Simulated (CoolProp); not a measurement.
A closed Brayton cycle with nitrogen: compressor inlet 316.15 K and 3.8 MPa, high pressure 12 MPa, turbine inlet 980 K, compressor efficiency 0.89, turbine efficiency 0.93, recuperator effectiveness 0 (on enthalpy, no pinch check). Each further row changes one setting.

Values from CoolProp's reference Helmholtz-energy equation of state, Span 2000.

| case | thermal efficiency (%) | net work (kJ/kg) | compressor to turbine work | compressor exit (K) | turbine exit (K) |
|---|---|---|---|---|---|
| as stated | 21.8 | 129 | 0.53 | 456.0 | 743.1 |
| turbine inlet 930 K | 21.5 | (withheld) | 0.56 | 456.0 | 703.3 |
| compressor inlet 326.15 K | 21.5 | 124 | (withheld) | 470.2 | 743.1 |
| high pressure 10.2 MPa | (withheld) | 119 | (withheld) | 433.4 | (withheld) |
| recuperator effectiveness 0.5 | (withheld) | 129 | 0.53 | 456.0 | 743.1 |

Q: What belongs in the gaps?

A: 
- turbine inlet 930 K, net work (kJ/kg): 115
- compressor inlet 326.15 K, compressor to turbine work: 0.55
- high pressure 10.2 MPa, thermal efficiency (%): 19.3
- high pressure 10.2 MPa, compressor to turbine work: 0.51
- high pressure 10.2 MPa, turbine exit (K): 773.1
- recuperator effectiveness 0.5, thermal efficiency (%): 29.6
